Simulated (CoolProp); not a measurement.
Vapour-liquid equilibrium of n-butane (1) + trans-2-butene (2) at 40.35 °C; x and y are mole fractions of (1).

Computed with CoolProp (multi-fluid Helmholtz-energy mixture model, Bücker 2006 and Lemmon 2005; pair parameters Bell 2016).

```
x     bubble pressure (MPa)  y at the bubble point  dew pressure at overall composition x (MPa)  liquid density (mol/L)
----  ---------------------  ---------------------  -------------------------------------------  ----------------------
0.05                 0.3722                  0.054                                       0.3721                   10.29
0.2                  0.3769                  0.210                                       0.3766                   10.16
0.35                 0.3800                  0.359                                       0.3798                   10.03
0.5                  0.3819                  0.505                                       0.3819                   9.910
0.65                 0.3828                  0.652                                       0.3828                   9.795
0.8                  0.3829                  0.799                                       0.3829                   9.683
0.95                 0.3825                  0.949                                       0.3825                   9.575
```

y crosses x between x = 0.65 and 0.8: the model has an azeotrope there.

Pair parameters are fitted to limited data, so mixtures are less certain than the pure fluids.
